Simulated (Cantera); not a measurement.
## Silicon carbide growth: CH3SiH3 + CH4 + H2

Charge: 1 mol CH3SiH3, 0.022 mol CH4, 4.5 mol H2, at 65.0 mbar.

These are equilibrium values from Cantera (NASA tables, ideal gas, pure condensed phases), not measurements of a reactor. Candidate condensed phases: C, C6H6, C7H8, C8H18, Si, SiC; 87 gas species. The feed counts by its element totals alone. Gases not in the tables: Si2H6 and higher silanes. Equilibrium is a limit: real reactors are often held back by kinetics, nucleation or transport.

```
T (°C)   x H2       x H  x C2H2 (acetylene)      x Si     x CH4     x SiH  n C(graphite)  n SiC(s)
------  -----  --------  ------------------  --------  --------  --------  -------------  --------
1077    1.000   9.35e-6             1.24e-6  1.17e-11  0.000374  1.90e-11         0.0192      1.00
1177    1.000   3.71e-5             4.87e-6  2.82e-10  0.000215  2.85e-10         0.0203      1.00
1277    1.000  0.000124             1.60e-5   4.50e-9  0.000132   3.01e-9         0.0208      1.00
1377    1.000  0.000356             4.56e-5   5.12e-8   8.63e-5   2.38e-8         0.0207     1.000
1477    0.999  0.000912            0.000115   4.40e-7   5.92e-5   1.48e-7         0.0198     1.000
1577    0.998   0.00211            0.000261   2.98e-6   4.23e-5   7.54e-7         0.0178     1.000
1677    0.995   0.00448            0.000544   1.66e-5   3.13e-5   3.23e-6         0.0137     1.000
1777    0.990   0.00885             0.00105   7.81e-5   2.38e-5   1.20e-5        0.00657     0.999
1877    0.982    0.0164             0.00163  0.000342   1.70e-5   4.23e-5              0     0.996
1977    0.967    0.0286             0.00220   0.00138   1.19e-5  0.000139              0     0.986
```
x: gas mole fraction; n: condensed amount in mol.

From 1077 °C to 1777 °C the condensed part is C(graphite) + SiC(s). From 1877 °C to 1977 °C the condensed part is SiC(s).
